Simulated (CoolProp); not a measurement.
Saturation properties of 1-butene.

Model: reference Helmholtz-energy equation of state, Lemmon 2005, in CoolProp. It is a short technical equation, of lower accuracy than the large ones.

| T (°C) | p (kPa) | liquid density (kg/m³) | vapour Z |
|---|---|---|---|
| -45.55 | 16.10 | 669.0 | 0.9880 |
| -32.75 | 31.68 | 655.2 | 0.9809 |
| -19.95 | 57.60 | 641.0 | 0.9712 |
| -7.15 | 98.03 | 626.6 | 0.9587 |
| 5.55 | 157.3 | 611.8 | 0.9433 |
| 18.35 | 241.7 | 596.4 | 0.9244 |
| 31.15 | 356.7 | 580.4 | 0.9018 |
| 43.95 | 508.7 | 563.5 | 0.8753 |

It boils at -6.3 °C under 1 atm.
